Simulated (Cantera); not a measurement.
Adiabatic ignition

An adiabatic, constant-volume homogeneous reactor starts with H2 : O2 : N2 : H2O = 1 : 0.312 : 1.17 : 0.11 (molar parts), equivalence ratio 1.6, at 1223 K and 1.00 atm.

Model: the H2/O2 subset of GRI-Mech 3.0, which has no nitrogen chemistry, integrated in Cantera.

```tsv
t (s)	T (K)	P (bar)	x H2	x O2	x H2O	x O	x H2O2
9.00e-6	1223	1.01	0.386	0.120	0.0424	2.08e-8	8.62e-10
2.17e-5	1223	1.01	0.386	0.120	0.0425	1.52e-6	3.75e-8
5.22e-5	2217	1.74	0.144	0.00704	0.253	0.00938	4.79e-7
0.000126	2872	2.15	0.158	0.00152	0.291	0.00207	2.38e-7
0.000303	2885	2.16	0.159	0.00143	0.292	0.00194	2.35e-7
0.000731	2885	2.16	0.159	0.00143	0.292	0.00194	2.35e-7
0.00176	2885	2.16	0.159	0.00143	0.292	0.00194	2.35e-7
0.00424	2885	2.16	0.159	0.00143	0.292	0.00194	2.35e-7
0.0102	2885	2.16	0.159	0.00143	0.292	0.00194	2.35e-7
0.0246	2885	2.16	0.159	0.00143	0.292	0.00194	2.35e-7
0.0593	2885	2.16	0.159	0.00143	0.292	0.00194	2.35e-7
0.143	2885	2.16	0.159	0.00143	0.292	0.00194	2.35e-7
0.345	2885	2.16	0.159	0.00143	0.292	0.00194	2.35e-7
0.830	2885	2.16	0.159	0.00143	0.292	0.00194	2.35e-7
2.00	2885	2.16	0.159	0.00143	0.292	0.00194	2.35e-7
```
x: mole fraction; the columns are a selection and need not sum to one.

```yaml
time_of_steepest_temperature_rise: 44.5 µs
temperature at 2.00 s: 2885 K
equilibrium_temperature: 2885 K
x(H2) at 2.00 s: 0.159 (gas-phase equilibrium 0.159)
x(O2) at 2.00 s: 0.00143 (gas-phase equilibrium 0.00143)
x(H2O) at 2.00 s: 0.292 (gas-phase equilibrium 0.292)
```
